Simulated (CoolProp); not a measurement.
Model: reference Helmholtz-energy equation of state, McLinden 2015, in CoolProp.

**Question.** For the fluoroketone C6F12O (FK-5-1-12), give the phase and the density (kg/m³), cp (kJ/(kg K)), expansivity (1/kK) at 204.85 °C and 1250 kPa; 204.85 °C and 9970 kPa; 204.85 °C and 17400 kPa.

**Answer.** 
- 204.85 °C and 1250 kPa: gas; density 123, cp 1.11, expansivity 4.49
- 204.85 °C and 9970 kPa: supercritical; density 1110, cp 1.25, expansivity 3.16
- 204.85 °C and 17400 kPa: supercritical; density 1230, cp 1.21, expansivity 2.04
